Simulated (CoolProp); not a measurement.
Vapour-liquid equilibrium of hydrogen sulfide (1) + isobutane (2) at 213.3 K; x and y are mole fractions of (1).

Values from CoolProp's multi-fluid Helmholtz-energy mixture model, Lemmon 2006 and Bücker 2006; pair parameters Kunz 2012.

```csv
x,"bubble pressure, mixture model (MPa)","bubble pressure, Raoult's law (MPa)","y, mixture model","y, Raoult's law"
0.05,0.02074,0.01407,0.568,0.368
0.125,0.03708,0.02114,0.775,0.613
0.2,0.05131,0.02821,0.849,0.735
0.275,0.06278,0.03528,0.884,0.808
0.35,0.07143,0.04235,0.904,0.856
0.425,0.07767,0.04942,0.917,0.891
0.5,0.08209,0.05649,0.925,0.917
0.575,0.08532,0.06357,0.932,0.937
0.65,0.08795,0.07064,0.937,0.954
0.725,0.09048,0.07771,0.943,0.967
0.8,0.09329,0.08478,0.952,0.978
0.875,0.09663,0.09185,0.964,0.987
0.95,0.1006,0.09892,0.982,0.995
```

The largest gap from Raoult's law is +81.9 % in bubble pressure, at x = 0.2. No azeotrope shows between x = 0.05 and 0.95.

The pair parameters rest on a limited set of measurements; away from them the model extrapolates. With so large a gap from Raoult's law the liquid may split in two, which this calculation doesn't test in full.
